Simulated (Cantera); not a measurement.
Standard-state values (1 bar) from the NASA 1993 polynomials, evaluated with Cantera. Values are per mole of reaction as written; species without (g) are pure solids or liquids, kept so even where they would boil at 1 bar.

a) Zr + O2(g) ⇌ ZrO2
b) 1.2 Ti + O2(g) ⇌ 0.4 Ti3O5
c) 0.8 Nb + O2(g) ⇌ 0.4 Nb2O5
d) 2 Pb + O2(g) ⇌ 2 PbO(g)

### Question
Order these by ΔG° at 425 K, most negative first.

### Answer
a (-1015 kJ), b (-903 kJ), c (-684 kJ), d (79 kJ)
